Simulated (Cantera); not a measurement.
A perfectly stirred reactor is fed with H2 : O2 : N2 = 1.9 : 1 : 18 (molar parts), at 13300 Pa; it is held at 950 K, and followed from long to short residence time.

Detailed kinetics in Cantera: GRI-Mech 3.0 (53 species, 325 reactions). Radical loss at walls, strong at low pressure, is not modelled. The temperature is held fixed by assumption; the heat of reaction is taken as removed at once.

**Question.** What does this change do: temperature 950 to 1100 K?

**Answer.** 
| quantity | before | after |
|---|---|---|
| x(H2) at τ = 1.20 s | 0.00161 | 0.00147 |
| x(O2) at τ = 1.20 s | 0.00336 | 0.00328 |
| x(HO2) at τ = 1.20 s | 6.39e-7 | 4.29e-7 |
| x(H2O) at τ = 1.20 s | 0.0933 | 0.0933 |
| x(H) at τ = 1.20 s | 0.000358 | 0.000516 |
| x(H2) at τ = 34.0 ms | 0.00945 | 0.00678 |
| x(O2) at τ = 34.0 ms | 0.00806 | 0.00701 |
| x(HO2) at τ = 34.0 ms | 1.50e-6 | 9.18e-7 |
| x(H2O) at τ = 34.0 ms | 0.0828 | 0.0842 |
| x(H) at τ = 34.0 ms | 0.00428 | 0.00642 |
